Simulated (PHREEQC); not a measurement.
PHREEQC input (ion-association model, wateq4f.dat):

```
SOLUTION 1
  temp 20
  units mmol/kgw
  pH 7 charge
  F 11
  Br 80
  Zn 40
SOLUTION 2
  temp 20
  units mmol/kgw
  pH 7 charge
  K 11
END
SELECTED_OUTPUT 1
  -reset false
  -pH true
  -pe true
  -ionic_strength true
  -water true
  -totals Br F K Zn
  -molalities H+ Br- F- K+ Zn+2 O2 OH- HF HF2- ZnF+
    ZnOH+ Zn(OH)2 Zn(OH)3- Zn(OH)4-2 ZnBr+ ZnBr2 H2F2
  -equilibrium_phases Zincite(c) ZnF2
PRINT
  -reset false
MIX 1
  1 1
  2 0
EQUILIBRIUM_PHASES 1
  Zincite(c) 0 0
  ZnF2 0 0
  O2(g) -0.68 10
END
# ... the last block is repeated for the other 20 points of share of solution B
```

Selected output (columns that matter, 14 of 21 rows; share of solution B added in front):

```
share of solution B	pH	mu	Br	F	K	Zn	m_H+	m_Br-	m_F-	m_K+	m_Zn+2	m_OH-	m_HF	Zincite(c)
0	2.5687	0.12162	0.08	0.011	0	0.04	0.0032979	0.079675	0.0027045	0	0.039162	3.3537e-12	0.0072874	0
0.1	2.6948	0.10996	0.071999	0.0098998	0.0011	0.035999	0.0024547	0.071729	0.0029601	0.0011	0.035207	4.4383e-12	0.0060443	0
0.15	2.7696	0.10416	0.067998	0.0093497	0.00165	0.033999	0.0020607	0.067754	0.003115	0.00165	0.033227	5.2446e-12	0.0053904	0
0.25	2.9543	0.092607	0.059997	0.0082496	0.0027499	0.029999	0.0013391	0.059802	0.0034916	0.0027499	0.029261	7.9332e-12	0.004006	0
0.3	3.073	0.086865	0.055997	0.0076995	0.0032998	0.027998	0.0010157	0.055824	0.0037184	0.0032998	0.027277	1.0363e-11	0.0032705	0
0.4	3.4224	0.075459	0.047996	0.0065995	0.0043997	0.023998	0.00045118	0.047865	0.0042609	0.0043997	0.023306	2.2869e-11	0.0017031	0
0.45	3.7498	0.069801	0.043996	0.0060495	0.0049496	0.021998	0.00021151	0.043884	0.0045802	0.0049496	0.021321	4.8258e-11	0.00086879	0
0.55	6.7577	0.057293	0.035996	0.0049495	0.0060494	0.017472	2.057e-07	0.03592	0.0044849	0.0060494	0.016888	4.8312e-08	8.5239e-07	0.00052659
0.6	6.7845	0.050417	0.031997	0.0043996	0.0065993	0.014921	1.9224e-07	0.031937	0.0040298	0.0065993	0.014451	5.0836e-08	7.291e-07	0.0010779
0.7	6.8575	0.03661	0.023998	0.0032997	0.0076992	0.0098179	1.6009e-07	0.023966	0.0030959	0.0076992	0.0095478	5.8659e-08	4.871e-07	0.0021811
0.75	6.9119	0.029674	0.019998	0.0027497	0.0082492	0.0072662	1.3992e-07	0.019977	0.0026155	0.0082492	0.0070808	6.5492e-08	3.692e-07	0.0027331
0.85	7.1464	0.015726	0.011999	0.0016498	0.0093491	0.0021608	7.9413e-08	0.011995	0.0016214	0.0093491	0.0021095	1.0802e-07	1.3925e-07	0.003839
0.9	11.025	0.0098991	0.0079993	0.0010999	0.0098991	4.4917e-06	1.0313e-11	0.0079993	0.0010999	0.0098991	3.3941e-11	0.00079866	1.2794e-11	0.0039955
1	12.162	0.011	0	0	0.011	0	7.553e-13	0	0	0.011	0	0.011	0	0
```
